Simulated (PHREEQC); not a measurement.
Consider water at 25 °C with 0.0059 mol MnSO4, 0.2 mol CaCl2 and 0.0019 mol H2SO4 per kg of water. Closed to the air; pH follows from the charge balance.

Computed with PHREEQC (ion-association model, wateq4f.dat).

Each row changes one thing in this solution. This is a speciation only: nothing precipitates in the calculation.

```json
[
 {"case": "as made", "pH": "2.58", "ionic strength (mol/kgw)": "0.606", "Mn+2 (mol/kgw)": "0.00420", "SO4-2 (mol/kgw)": "0.00281", "HSO4- (mol/kgw)": "0.000210", "MnSO4 (mol/kgw)": "8.20e-5"},
 {"case": "temperature from 25 to 20 °C", "pH": "2.58", "ionic strength (mol/kgw)": "0.607", "Mn+2 (mol/kgw)": "0.00419", "SO4-2 (mol/kgw)": "0.00287", "HSO4- (mol/kgw)": "0.000195", "MnSO4 (mol/kgw)": "7.72e-5"},
 {"case": "H2SO4 from 0.0019 to 0.0038 mol/kgw", "pH": "2.29", "ionic strength (mol/kgw)": "0.607", "Mn+2 (mol/kgw)": "0.00419", "SO4-2 (mol/kgw)": "0.00338", "HSO4- (mol/kgw)": "0.000495", "MnSO4 (mol/kgw)": "(withheld)"},
 {"case": "diluted 100-fold with water", "pH": "4.46", "ionic strength (mol/kgw)": "0.00624", "Mn+2 (mol/kgw)": "5.80e-5", "SO4-2 (mol/kgw)": "6.43e-5", "HSO4- (mol/kgw)": "1.71e-7", "MnSO4 (mol/kgw)": "3.45e-7"},
 {"case": "diluted 2-fold with water", "pH": "2.85", "ionic strength (mol/kgw)": "0.305", "Mn+2 (mol/kgw)": "0.00235", "SO4-2 (mol/kgw)": "0.00162", "HSO4- (mol/kgw)": "7.90e-5", "MnSO4 (mol/kgw)": "4.57e-5"},
 {"case": "CaCl2 left out", "pH": "2.59", "ionic strength (mol/kgw)": "0.0217", "Mn+2 (mol/kgw)": "0.00446", "SO4-2 (mol/kgw)": "0.00546", "HSO4- (mol/kgw)": "0.000899", "MnSO4 (mol/kgw)": "0.00144"},
 {"case": "diluted 10-fold with water", "pH": "(withheld)", "ionic strength (mol/kgw)": "0.0615", "Mn+2 (mol/kgw)": "0.000542", "SO4-2 (mol/kgw)": "0.000436", "HSO4- (mol/kgw)": "7.17e-6", "MnSO4 (mol/kgw)": "8.23e-6"},
 {"case": "temperature from 25 to 90 °C", "pH": "2.68", "ionic strength (mol/kgw)": "0.606", "Mn+2 (mol/kgw)": "0.00437", "SO4-2 (mol/kgw)": "0.00240", "HSO4- (mol/kgw)": "0.000669", "MnSO4 (mol/kgw)": "0.000138"},
 {"case": "diluted 5-fold with water", "pH": "3.22", "ionic strength (mol/kgw)": "0.122", "Mn+2 (mol/kgw)": "0.00104", "SO4-2 (mol/kgw)": "0.000768", "HSO4- (mol/kgw)": "2.05e-5", "MnSO4 (mol/kgw)": "1.81e-5"}
]
```

Question: Some entries are withheld; supply them.

Answer: 
- H2SO4 from 0.0019 to 0.0038 mol/kgw, MnSO4 (mol/kgw): 9.80e-5
- diluted 10-fold with water, pH: 3.50

Some of these states are supersaturated (in Gypsum, for instance). At this temperature some constants are extrapolated from 25 °C, and those without enthalpy data are left unchanged.
